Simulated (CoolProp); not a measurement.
R245fa at 298.15 K and 0.401 MPa is throttled through a valve to 0.108 MPa with no heat exchange. Each further row changes one setting.

Model: reference Helmholtz-energy equation of state, Akasaka 2015, in CoolProp.

```csv
case,temperature change (K),final phase,final density (kg/m³)
as stated,-8.3,"two-phase, vapour fraction 0.056",104
outlet pressure 0.0324 MPa,-35.4,"two-phase, vapour fraction 0.216",9.33
outlet pressure 0.14 MPa,-1.6,"two-phase, vapour fraction 0.011",465
```
